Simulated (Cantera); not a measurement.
A Cantera script and what it prints.

```python
import numpy as np
import cantera as ct

gas_names = """
    CL CL2 N N2 Si SiCL SiCL2 SiCL3 SiCL4 SiN Si2 Si2N Si3
""".split()
cond_names = """
    Si(cr) Si(L) Si3N4(a)
""".split()


# ... load() reads the species with a 1 bar reference pressure and builds the phases ...
atoms = {
    'SiCl4': {'Si': 1, 'CL': 4},
    'N2': {'N': 2},
}
top_T = {'Si3N4(a)': 2400}  # K; cautious upper limits of use, not melting points


# ... equilibrate(T, P, feed) seeds the gas with the atoms and calls Mixture.equilibrate('TP', solver="vcs", rtol=1e-11, max_steps=5000) ...
results = []
feed = {'SiCl4': 1, 'N2': 1.6}  # mol
T = 1125  # K
P = 2700  # Pa
mix = equilibrate(T, P, feed)
results.append((T, P, feed, dict(zip(mix.species_names, mix.species_moles))))
x = sorted(zip(gas.X, gas.species_names), reverse=True)
print(f"T = {T:g} K  P = {P:g} Pa  gas = {mix.phase_moles(0):.4g} mol")
print("   x: " + "  ".join(f"{s} {v:.3e}" for v, s in x if v > 1e-06))
print("   condensed (mol): " + ("  ".join(f"{mix.phase(i).name} {mix.phase_moles(i):.4g}"
      for i in range(1, mix.n_phases) if mix.phase_moles(i) > 1e-12) or "none"))
```

It prints:

```
T = 1125 K  P = 2700 Pa  gas = 2.6 mol
   x: N2 6.154e-01  SiCL4 3.846e-01  SiCL3 3.028e-05  CL 2.334e-05  CL2 3.495e-06
   condensed (mol): none
```

Equilibrium computed with Cantera from the NASA thermochemical tables; the gas is ideal and each condensed phase is pure. The tables' values for SiCl3 are old estimates; treat these amounts as uncertain.
